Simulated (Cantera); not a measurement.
What does this Cantera script print?

```python
import numpy as np
import cantera as ct

gas = ct.Solution("gri30.yaml")
gas.TPX = 1400, 101325, {'C2H6': 1, 'N2': 25}
inlet = ct.Reservoir(gas, clone=True)

reactor = ct.IdealGasConstPressureReactor(gas, energy="off", clone=False)
exhaust = ct.Reservoir(gas, clone=True)
tau = [29, 6.9, 1.6, 0.39, 0.092, 0.022, 0.0052, 0.0012, 0.00029][0]
for a, b in ((inlet, reactor), (reactor, exhaust)):
    ct.MassFlowController(a, b, mdot=lambda t: reactor.mass / tau)
net = ct.ReactorNet([reactor])
show = ['C2H6', 'CH4', 'CH2', 'CH3', 'H', 'H2']

rows = []
print(f"{'tau/s':>10s}{'T/K':>9s}" + "".join(f"{s:>11s}" for s in show))
for tau in [29, 6.9, 1.6, 0.39, 0.092, 0.022, 0.0052, 0.0012, 0.00029]:
    net.initial_time = 0.0
    net.advance(30 * tau)
    before = gas.X
    net.advance(40 * tau)
    drift = np.max(np.abs(gas.X - before) / (gas.X + 1e-9))
    rows.append([gas.T, *gas[show].X, drift])
    print(f"{tau:10.3e}{gas.T:9.1f}" + "".join(f"{x:11.3e}" for x in gas[show].X))
```

Result:

```
     tau/s      T/K       C2H6        CH4        CH2        CH3          H         H2
 2.900e+01   1400.0  1.205e-05  1.165e-02  1.252e-10  6.374e-06  1.463e-06  5.350e-02
 6.900e+00   1400.0  3.338e-05  1.253e-02  2.862e-10  1.002e-05  2.081e-06  5.212e-02
 1.600e+00   1400.0  8.711e-05  1.135e-02  7.217e-10  1.520e-05  3.556e-06  5.335e-02
 3.900e-01   1400.0  2.157e-04  9.876e-03  1.809e-09  2.263e-05  6.156e-06  5.447e-02
 9.200e-02   1400.0  5.747e-04  9.083e-03  4.714e-09  3.577e-05  1.005e-05  5.324e-02
 2.200e-02   1400.0  1.652e-03  8.842e-03  1.249e-08  6.092e-05  1.447e-05  4.789e-02
 5.200e-03   1400.0  5.183e-03  7.891e-03  3.381e-08  1.124e-04  1.765e-05  3.687e-02
 1.200e-03   1400.0  1.575e-02  4.609e-03  7.787e-08  2.054e-04  1.662e-05  2.075e-02
 2.900e-04   1400.0  2.985e-02  1.357e-03  1.024e-07  2.720e-04  1.289e-05  7.070e-03
```

Computed with Cantera and GRI-Mech 3.0 (53 species, 325 reactions). GRI-Mech 3.0 stops at C3 and has no aromatics, soot or wall deposition, so with more carbon than oxygen in the feed, carbon stays in small species such as C2H2 where larger ones or solid carbon would form.
